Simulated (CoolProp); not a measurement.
The numbers come from the reference Helmholtz-energy equation of state, Rui 2013 in CoolProp.

For R236EA, give the phase and the cp (kJ/(kg K)), cv (kJ/(kg K)), speed of sound (m/s) at 321.4 K and 0.58 MPa; 279.6 K and 0.0429 MPa; 364.8 K and 6 MPa.


- 321.4 K and 0.58 MPa: liquid; cp 1.30, cv 0.911, speed of sound 494
- 279.6 K and 0.0429 MPa: gas; cp 0.828, cv 0.768, speed of sound 126
- 364.8 K and 6 MPa: liquid; cp 1.37, cv 0.968, speed of sound 387
